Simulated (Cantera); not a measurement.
Charge: 1 mol CS2, 0.086 mol O2, held at 1152 °C and 750 Torr.

Equilibrium computed with Cantera from the NASA thermochemical tables; the gas is ideal and each condensed phase is pure. Candidate condensed phases: C, S; 22 gas species. Kinetics and transport are ignored.

Base state: CS2 0.709, S2 0.143, CO 0.138, COS 0.00913, CS 0.000223, CO2 2.79e-5 (mole fractions); condensed: gas only.

Task: What changes in the equilibrium state with this change: O2 from 0.086 to 2.2 mol?

Result: 
| species | before | after |
|---|---|---|
| SO2 | <1e-9 | 0.468 |
| CO2 | 2.79e-5 | 0.356 |
| S2 | 0.143 | 0.139 |
| CS2 | 0.709 | 1.77e-6 |
| CO | 0.138 | 0.0250 |
| CS | 0.000223 | <1e-9 |
| SO | 3.09e-8 | 0.00215 |
| S2O | 1.15e-7 | 0.00792 |
| COS | 0.00913 | 0.00163 |
